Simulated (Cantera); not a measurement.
An isothermal, constant-pressure homogeneous reactor starts with NO : N2 = 1 : 11 (molar parts), at 1750 K and 0.0120 bar. Integrator tolerance rtol = 1e-08.

Model: GRI-Mech 3.0 (53 species, 325 reactions), integrated in Cantera. Radical loss at walls, strong at low pressure, is not modelled.

**Question.** What does this change do: NO 1 to 0.14 parts?

**Answer.** 
```
quantity                                           before                                    after
---------------  ----------------------------------------  ---------------------------------------
x(NO) at 100 s     0.0786 (gas-phase equilibrium 0.00170)  0.0124 (gas-phase equilibrium 0.000661)
x(O) at 100 s    4.19e-5 (gas-phase equilibrium 0.000139)  1.03e-5 (gas-phase equilibrium 5.29e-5)
x(NO2) at 100 s   2.70e-6 (gas-phase equilibrium 2.29e-7)  1.11e-7 (gas-phase equilibrium 3.39e-8)
x(N2O) at 100 s   2.27e-6 (gas-phase equilibrium 1.19e-8)  6.07e-8 (gas-phase equilibrium 4.71e-9)
x(O2) at 100 s     0.00234 (gas-phase equilibrium 0.0407)  6.96e-5 (gas-phase equilibrium 0.00593)
x(N2) at 100 s        0.919 (gas-phase equilibrium 0.957)      0.988 (gas-phase equilibrium 0.993)
```
